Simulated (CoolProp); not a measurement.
Vapour-liquid equilibrium of 1-butene (1) + acetone (2) at 14.45 °C; x and y are mole fractions of (1).

Values from CoolProp's multi-fluid Helmholtz-energy mixture model, Lemmon 2005 and Lemmon 2006; pair parameters Bell 2016.

| x | bubble pressure (MPa) | y at the bubble point | dew pressure at overall composition x (MPa) | liquid density (mol/L) |
|---|---|---|---|---|
| 0.05 | 0.04799 | 0.614 | 0.02011 | 13.53 |
| 0.125 | 0.08385 | 0.790 | 0.02180 | 13.25 |
| 0.2 | 0.1113 | 0.850 | 0.02380 | 12.98 |
| 0.275 | 0.1317 | 0.879 | 0.02620 | 12.73 |
| 0.35 | 0.1464 | 0.896 | 0.02913 | 12.47 |
| 0.425 | 0.1571 | 0.907 | 0.03280 | 12.23 |
| 0.5 | 0.1651 | 0.915 | 0.03751 | 11.99 |
| 0.575 | 0.1716 | 0.922 | 0.04379 | 11.77 |
| 0.65 | 0.1775 | 0.929 | 0.05258 | 11.55 |
| 0.725 | 0.1835 | 0.937 | 0.06574 | 11.35 |
| 0.8 | 0.1901 | 0.947 | 0.08744 | 11.15 |
| 0.875 | 0.1977 | 0.961 | 0.1286 | 10.98 |
| 0.95 | 0.2065 | 0.981 | 0.1918 | 10.81 |

No azeotrope shows between x = 0.05 and 0.95.

The pair parameters rest on a limited set of measurements; away from them the model extrapolates. With so large a gap from Raoult's law the liquid may split in two, which this calculation doesn't test in full.
